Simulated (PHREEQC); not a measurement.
Make-up at 20 °C: 0.091 mol/kgw Cu(BF4)2 and 0.014 mol/kgw H2SO4. Closed to the air; pH follows from the charge balance.

Model: ion-association model, wateq4f.dat, run in PHREEQC.

```json
[
 {"quantity": "pH", "before": "1.72", "after": "0.86"},
 {"quantity": "SO4-2 (mol/kgw)", "before": "0.00497", "after": "0.0244"},
 {"quantity": "HSO4- (mol/kgw)", "before": "0.00303", "after": "0.0970"}
]
```

Problem. What was changed between the two runs?
(A) H2SO4 from 0.014 to 0.0154 mol/kgw
(B) Cu(BF4)2 left out
(C) H2SO4 from 0.014 to 0.14 mol/kgw
(D) Cu(BF4)2 replaced by NaF at the same molality
(E) H2SO4 replaced by CuSO4 at the same molality

Solution. C, H2SO4 from 0.014 to 0.14 mol/kgw

No solid was allowed to form. Real BF4- forms and hydrolyses slowly; the run takes it at equilibrium.
